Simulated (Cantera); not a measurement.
Cantera run:

```python
import numpy as np
import cantera as ct

gas_names = """
    Fe FeO O O2 O3 S SO SO2 SO3 S2 S2O S8
""".split()
cond_names = """
    Fe(a) Fe(c) Fe(d) Fe(L) FeO(s) FeO(L) FeS(a) FeS(b) FeS(c) FeS(L) FeSO4(s) FeS2(s) Fe2O3(s)
    Fe2S3O12(s) Fe3O4(s) S(cr1) S(cr2) S(L)
""".split()


# ... load() reads the species with a 1 bar reference pressure and builds the phases ...
atoms = {
    'FeS2': {'Fe': 1, 'S': 2},
    'O2': {'O': 2},
}
top_T = {'FeSO4(s)': 950, 'FeS2(s)': 1010, 'Fe2O3(s)': 1830, 'Fe2S3O12(s)': 1100, 'Fe3O4(s)': 1870}  # K; cautious upper limits of use, not melting points


# ... equilibrate(T, P, feed) seeds the gas with the atoms and calls Mixture.equilibrate('TP', solver="vcs", rtol=1e-11, max_steps=5000) ...
results = []
feed = {'FeS2': 1, 'O2': 0.54}  # mol
T = 950  # K
P = 1000  # Pa
mix = equilibrate(T, P, feed)
results.append((T, P, feed, dict(zip(mix.species_names, mix.species_moles))))
print(gas.report(threshold=1e-06))
for i in range(1, mix.n_phases):
    print(f"{mix.phase(i).name:16s} {mix.phase_moles(i):12.5e} mol")
```

Output:

```
       temperature   950 K
          pressure   1000 Pa
           density   0.0081249 kg/m^3
  mean mol. weight   64.177 kg/kmol
   phase of matter   gas

                          1 kg             1 kmol
                     ---------------   ---------------
          enthalpy       -2.1956e+06       -1.4091e+08  J
   internal energy       -2.3187e+06       -1.4881e+08  J
           entropy            5246.8        3.3672e+05  J/K
    Gibbs function       -7.1801e+06       -4.6079e+08  J
 heat capacity c_p            763.99             49030  J/K
 heat capacity c_v            634.43             40716  J/K

                      mass frac. Y      mole frac. X     chem. pot. / RT
                     ---------------   ---------------   ---------------
                SO         4.453e-05        5.9464e-05           -42.231
               SO2           0.69792           0.69921           -74.967
                S2           0.29416           0.29442           -18.989
               S2O         0.0078783         0.0063107           -51.726
     [   +8 minor]        1.5043e-08        1.7495e-08

Fe(a)             0.00000e+00 mol
FeO(s)            0.00000e+00 mol
FeS(c)            1.00000e+00 mol
FeSO4(s)          0.00000e+00 mol
FeS2(s)           0.00000e+00 mol
Fe2O3(s)          0.00000e+00 mol
Fe2S3O12(s)       0.00000e+00 mol
Fe3O4(s)          0.00000e+00 mol
S(L)              0.00000e+00 mol
```

Equilibrium computed with Cantera from the NASA thermochemical tables; the gas is ideal and each condensed phase is pure. FeS: taken at fixed stoichiometry. Gases not in the tables: S3 to S7.
